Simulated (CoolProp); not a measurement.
R22 at 234.39 K and 0.437 MPa flows at 0.55 m/s in a round tube of 100 mm bore and 1.5 µm roughness, fully developed (64/Re and Nu = 3.66 if laminar; Colebrook and Gnielinski if turbulent). Each further row changes one setting.

Values from CoolProp's reference Helmholtz-energy equation of state, Kamei 1995.

```csv
case,Reynolds number,Darcy friction factor,pressure drop (Pa/m),heat-transfer coefficient (W/(m² K)),mass flow (kg/h)
as stated,275000,0.0148,31.5,1030,21800
velocity 1.1 m/s,551000,0.0132,112,1860,43700
diameter 200 mm,551000,0.0130,13.9,925,87300
```

Viscosity comes from a separate model (Bell 2016), an estimate that may be off by 10 % or more. Thermal conductivity comes from a separate model (McLinden 2000), an estimate that may be off by 10 % or more.
